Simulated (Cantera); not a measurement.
Ignition delay

Mixture: 7.05 % CH4, 0.388 % C2H6, 12.9 % O2, 79.7 % N2, at 750 Torr, adiabatic and at constant pressure. Ignition delay is the time to a rise of 400 K.

Model: GRI-Mech 3.0 (53 species, 325 reactions), integrated in Cantera.

```
T0 (K)  delay (ms)
------  ----------
1100          71.0
1150          38.2
1200          20.8
1250          11.4
1300          6.30
1350          3.49
```

```json
{
  "apparent activation energy between 1250 and 1350 K": "170 kJ/mol"
}
```
